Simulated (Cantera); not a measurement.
Input: 1 mol C2H4, 0.36 mol NH3, 7.2 mol N2, 0.25 mol CO2, held at 2200 K and 1400000 Pa.

Method: chemical equilibrium by Gibbs-energy minimisation in Cantera with the NASA 1993 tables (ideal gas, pure condensed phases). Kinetics and transport are ignored.

```json
[
 {"species": "N2", "before": "0.702", "after": "0.701"},
 {"species": "H2", "before": "0.236", "after": "0.235"},
 {"species": "CO", "before": "0.0480", "after": "0.0479"},
 {"species": "H", "before": "0.000731", "after": "0.00271"},
 {"species": "HCN", "before": "0.0123", "after": "0.0122"},
 {"species": "CH4", "before": "0.000204", "after": "1.47e-5"},
 {"species": "NH3", "before": "1.99e-5", "after": "1.43e-6"},
 {"species": "CH3", "before": "1.21e-5", "after": "3.25e-6"},
 {"species": "C2H2 (acetylene)", "before": "0.000604", "after": "0.000602"},
 {"species": "HNC", "before": "0.000968", "after": "0.000966"},
 {"species": "C(graphite), mol", "before": "1.60", "after": "1.60"}
]
```
Gas species are given as mole fractions.

Q: What was changed between the two runs?
(A) 1 mol O2 added
(B) CO2 from 0.25 to 0.38 mol
(C) temperature from 2200 K to 2775 K
(D) pressure from 1400000 Pa to 101000 Pa

A: D, pressure from 1400000 Pa to 101000 Pa
